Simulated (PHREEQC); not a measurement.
Dissolve 81 mmol/kgw HF and 0.97 mmol/kgw NaF at 25 °C. Closed to the air; pH follows from the charge balance.

Computed with PHREEQC (ion-association model, wateq4f.dat).

No solid was allowed to form.

Question: Order these F species by the share of F that they hold, largest first: HF, HF2-, F-, H2F2.

Answer: HF (69 %), H2F2 (20 %), F- (7.9 %), HF2- (3.4 %)

The pH is 2.20 and the ionic strength 0.00788 mol/kgw. Complexes and solids missing from the database can't appear. wateq4f.dat counts part of the HF as a dimer, H2F2, which phreeqc.dat doesn't know; its constant is uncertain.
